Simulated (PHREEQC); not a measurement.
Synthetic water in mmol/kgw, 20 °C, pH 6.32, pe 9:

| constituent | mmol/kgw |
|---|---|
| Na | 0.0122 |
| K | 0.0649 |
| Ca | 0.0529 |
| Mg | 0.0102 |
| Cl | 0.0647 |
| S(6) | 0.029 |
| Alkalinity (meq/kgw) | 0.0749 |
| Ba | 0.000376 |
| Cd | 0.000225 |

Valence states are taken as typed.

Equilibrium calculation in PHREEQC: ion-association model, phreeqc.dat.

No solid was allowed to form.

Q: What charge-balance error does the model give?

A: charge-balance error 1.7 %.

Q: In which forms is C present?

A: CO2 53 %, HCO3- 47 % of the C.

Complexes and solids missing from the database can't appear.
